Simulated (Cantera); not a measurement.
Equilibrium for thermal oxidation and active oxidation of silicon: Si + N2O + H2

Input: 1 mol Si, 0.021 mol N2O, 340 mol H2, at 1250 °C and 0.160 bar.

These are equilibrium values from Cantera (NASA tables, ideal gas, pure condensed phases), not measurements of a reactor. Candidate condensed phases: H2O, Si, SiO2, Si2N2O, Si3N4; 35 gas species. The numbers say what is thermodynamically allowed, not how fast it happens.

```json
{
 "x(H2)": "1.000",
 "x(N2)": "6.17e-5",
 "x(SiO)": "6.17e-5",
 "x(H)": "5.78e-5",
 "x(SiH2)": "2.00e-6",
 "n(Si(s))": "0.978 mol",
 "gas_amount": "340.1 mol"
}
```
